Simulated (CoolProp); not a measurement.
Model: reference Helmholtz-energy equation of state, Thol 2021, in CoolProp.

### Question
For chlorine, give the phase and the Z, speed of sound (m/s), expansivity (1/kK) at 267.2 K and 0.213 MPa.

### Answer
- 267.2 K and 0.213 MPa: gas; Z 0.961, speed of sound 200, expansivity 4.27
